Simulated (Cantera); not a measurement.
Input (Python, Cantera):

```python
import numpy as np
import cantera as ct

gas = ct.Solution("gri30.yaml")
gas.TPX = 1150, 76000, {'C3H8': 1, 'O2': 10.6, 'N2': 40, 'H2O': 5}
reactor = ct.IdealGasReactor(gas, energy="on", clone=False)
net = ct.ReactorNet([reactor])
net.rtol, net.atol = 1e-08, 1e-16
show = ['C3H8', 'O2', 'H2O', 'C2H', 'H', 'HCN', 'C2H2']
times = np.geomspace(2e-06, 2, 12)

steps = ct.SolutionArray(gas, extra=["t"])
rows = []
print(f"{'t/s':>10s}{'T/K':>9s}{'P/Pa':>11s}" + "".join(f"{s:>11s}" for s in show))
for t in times:
    while net.time < t:
        t_next = net.step()
        steps.append(gas.state, t=t_next)
    rows.append([np.interp(t, steps.t, y) for y in (steps.T, steps.P, *steps(*show).X.T)])
    print(f"{t:10.3e}{rows[-1][0]:9.1f}{rows[-1][1]:11.4g}" + "".join(f"{x:11.3e}" for x in rows[-1][2:]))
rate = np.gradient(steps.T, steps.t)
print("integrator steps:", len(steps.t))
if steps.T.max() > steps.T[0] + 200:
    print(f"time of steepest temperature rise: {steps.t[rate.argmax()]:.4e} s")
gas.TPX = 1150, 76000, {'C3H8': 1, 'O2': 10.6, 'N2': 40, 'H2O': 5}
gas.equilibrate("UV")
print(f"equilibrium (UV): T = {gas.T:.1f} K  " + "  ".join(f"{s} {gas[s].X[0]:.3e}" for s in show))
```

Output:

```
       t/s      T/K       P/Pa       C3H8         O2        H2O        C2H          H        HCN       C2H2
 2.000e-06   1150.0    7.6e+04  1.767e-02  1.873e-01  8.834e-02  1.396e-28  1.091e-09  6.871e-26  2.322e-17
 7.022e-06   1150.0    7.6e+04  1.767e-02  1.873e-01  8.834e-02  4.776e-26  3.573e-09  1.425e-24  9.970e-16
 2.466e-05   1150.0    7.6e+04  1.767e-02  1.873e-01  8.834e-02  2.870e-24  4.571e-09  3.948e-23  3.193e-14
 8.658e-05   1150.0    7.6e+04  1.767e-02  1.873e-01  8.834e-02  1.628e-22  5.551e-09  8.670e-22  8.261e-13
 3.040e-04   1149.9    7.6e+04  1.765e-02  1.873e-01  8.834e-02  3.845e-20  1.526e-08  7.030e-20  4.025e-11
 1.067e-03   1149.9    7.6e+04  1.756e-02  1.872e-01  8.837e-02  7.340e-18  3.108e-08  6.567e-18  3.201e-09
 3.748e-03   1150.3  7.606e+04  1.717e-02  1.870e-01  8.850e-02  1.888e-16  3.791e-08  4.714e-17  7.105e-08
 1.316e-02   1154.5  7.649e+04  1.518e-02  1.857e-01  8.936e-02  1.223e-14  1.198e-07  6.522e-16  1.739e-06
 4.620e-02   2261.0  1.525e+05  3.125e-55  9.506e-02  1.521e-01  3.067e-27  1.658e-04  1.957e-13  2.927e-25
 1.622e-01   2250.6  1.518e+05  2.075e-55  9.282e-02  1.523e-01  2.215e-27  1.535e-04  2.808e-13  2.229e-25
 5.696e-01   2245.5  1.514e+05  9.917e-55  9.174e-02  1.524e-01  1.884e-27  1.478e-04  3.040e-13  1.943e-25
 2.000e+00   2245.4  1.514e+05  2.112e-55  9.172e-02  1.524e-01  1.878e-27  1.477e-04  3.044e-13  1.939e-25
integrator steps: 2139
time of steepest temperature rise: 1.9433e-02 s
equilibrium (UV): T = 2245.4 K  C3H8 3.203e-55  O2 9.172e-02  H2O 1.524e-01  C2H 2.146e-27  H 1.477e-04  HCN 3.044e-13  C2H2 2.304e-25
```

Computed with Cantera and GRI-Mech 3.0 (53 species, 325 reactions). GRI-Mech 3.0 was tuned for natural gas; its chemistry of propane as a main component is partial and can be far from experiment.
